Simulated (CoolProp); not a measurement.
Vapour-liquid equilibrium of CHF3 (R23) (1) + R143a (2) at -64.05 °C; x and y are mole fractions of (1).

Model: multi-fluid Helmholtz-energy mixture model, Penoncello 2003 and Lemmon and Jacobsen 2000; pair parameters Bell 2016, in CoolProp.

```tsv
x	bubble pressure, mixture model (kPa)	bubble pressure, Raoult's law (kPa)	y, mixture model	y, Raoult's law
0.05	51.16	53.21	0.209	0.243
0.125	65.86	69.44	0.432	0.466
0.2	81.98	85.67	0.582	0.604
0.275	99.01	101.9	0.686	0.698
0.35	116.5	118.1	?	0.767
0.425	134.0	134.3	?	0.819
0.5	151.3	150.6	0.857	0.859
0.575	168.2	166.8	0.889	0.892
0.65	184.5	183.0	0.915	0.919
0.725	200.5	199.3	0.937	0.941
0.8	216.2	215.5	0.956	0.961
0.875	231.9	231.7	?	0.977
0.95	247.8	247.9	0.989	0.991
```

### Question
Some entries are withheld; supply them.

### Answer

- 0.35, y, mixture model: 0.761
- 0.425, y, mixture model: 0.815
- 0.875, y, mixture model: 0.973

The largest gap from Raoult's law is -5.2 % in bubble pressure, at x = 0.125. No azeotrope shows between x = 0.05 and 0.95.

The pair parameters rest on a limited set of measurements; away from them the model extrapolates. The gap from Raoult's law changes sign with composition, which may be real or a fault of the pair parameters; it wasn't checked against measurements.
